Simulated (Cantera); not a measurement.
Feed: 1 mol CO, 3.3 mol H₂O, 11 mol H₂, held at 3.45 Torr.

Cantera equilibrium calculation (NASA polynomials, part measured and part estimated; ideal gas, pure solids and liquids). Candidate condensed phases: C, C₆H₆, C₇H₈, C₈H₁₈, H₂O; 110 gas species. Equilibrium is a limit: real reactors are often held back by kinetics, nucleation or transport.

Task: At 2123 K, list the 5 most abundant gas species with their mole fractions, and the condensed phases.

Result: H₂ 0.685, H₂O 0.205, CO 0.0603, H 0.0438, CO₂ 0.00360. Condensed: gas only.
